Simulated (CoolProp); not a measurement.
Fluorine at 293.15 K and 4.09 MPa is throttled through a valve to 1.02 MPa with no heat exchange. Each further row changes one setting.

Model: reference Helmholtz-energy equation of state, de Reuck 1990, in CoolProp.

```csv
case,temperature change (K),final density (kg/m³)
as stated,___,___
outlet pressure 0.306 MPa,___,___
outlet pressure 1.33 MPa,___,___
```

Q: What belongs in the gaps?

A: 
- as stated, temperature change (K): -5.9
- as stated, final density (kg/m³): 16.3
- outlet pressure 0.306 MPa, temperature change (K): -7.4
- outlet pressure 0.306 MPa, final density (kg/m³): 4.90
- outlet pressure 1.33 MPa, temperature change (K): -5.3
- outlet pressure 1.33 MPa, final density (kg/m³): 21.3
